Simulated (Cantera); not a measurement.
A diamond (100) surface in a fixed gas of H2 with x(CH4) = 0.0088, x(CH3) = 0.00069, at 1100 K, 0.0950 bar; coverages are run to steady state.

Detailed kinetics in Cantera: the Harris–Goodwin 1993 mechanism for the reconstructed diamond (100) surface.

One state of this run: growth (µm/h) = 49.3; θ c6HH = 0.503; θ c6H* = 0.0279; θ c6*H = 0.435; θ c6** = 0.0182; θ c6HM = 0.0105. θ: site fractions in the mechanism's names (c6HH fully hydrogenated, c6H* and c6*H radical sites, c6** diradical, c6HM methylated).

Question: Which value of x(H) does it belong to?
A. 0.0001
B. 0.023
C. 0.00077
D. 0.0015

Answer: B, 0.023
